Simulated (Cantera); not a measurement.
Feed: 1 mol SiCl4, 36 mol N2O, 16 mol H2, 0.054 mol O2, held at 0.133 bar.

Cantera equilibrium calculation (NASA polynomials, part measured and part estimated; ideal gas, pure solids and liquids). Candidate condensed phases: H2O, NH4Cl, Si, SiO2, Si2N2O, Si3N4; 47 gas species. Equilibrium is a limit: real reactors are often held back by kinetics, nucleation or transport.

Task: At 625 °C, list the 4 most abundant gas species with their mole fractions, and the condensed phases.

Result: N2 0.563, H2O 0.220, O2 0.156, HCl 0.0590. Condensed: SiO2(β-quartz).
